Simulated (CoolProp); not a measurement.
Vapour-liquid equilibrium of propane (1) + isopentane (2) at 686 kPa; x and y are mole fractions of (1).

Values from CoolProp's multi-fluid Helmholtz-energy mixture model, Lemmon 2009 and Lemmon 2006; pair parameters Kunz 2012.

```csv
x,"bubble temperature, mixture model (K)","bubble temperature, Raoult's law (K)","y, mixture model","y, Raoult's law"
0.05,360.8,359.8,0.209,0.258
0.15,344.0,342.8,0.499,0.562
0.25,___,330.2,___,0.725
0.35,___,320.3,0.777,0.821
0.45,312.9,312.3,0.846,0.882
0.55,306.3,305.8,0.894,0.922
0.65,___,300.2,___,0.950
0.75,___,295.4,0.954,0.970
0.85,___,291.2,0.975,0.984
0.95,287.7,287.5,0.992,0.995
```

Q: What belongs in the gaps?

A: 
- 0.25, bubble temperature, mixture model (K): 331.1
- 0.25, y, mixture model: 0.672
- 0.35, bubble temperature, mixture model (K): 321.0
- 0.65, bubble temperature, mixture model (K): 300.7
- 0.65, y, mixture model: 0.928
- 0.75, bubble temperature, mixture model (K): 295.9
- 0.85, bubble temperature, mixture model (K): 291.6

The largest gap from Raoult's law is +1.2 K in bubble temperature, at x = 0.15. No azeotrope shows between x = 0.05 and 0.95.

The pair parameters rest on a limited set of measurements; away from them the model extrapolates.
